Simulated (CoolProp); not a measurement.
Vapour-liquid equilibrium of R143a (1) + dimethyl ether (2) at 3.75 °C; x and y are mole fractions of (1).

The numbers come from the multi-fluid Helmholtz-energy mixture model, Lemmon and Jacobsen 2000 and Wu 2011; pair parameters Bell 2016 in CoolProp.

Give the bubble pressure and the first vapour's composition at x = 0.575, 0.8, 0.875. Is there an azeotrope?

x = 0.575: 5.402 bar, y = 0.730; x = 0.8: 6.224 bar, y = 0.881; x = 0.875: 6.496 bar, y = 0.927. No azeotrope shows between x = 0.05 and 0.95.

Pair parameters are fitted to limited data, so mixtures are less certain than the pure fluids.
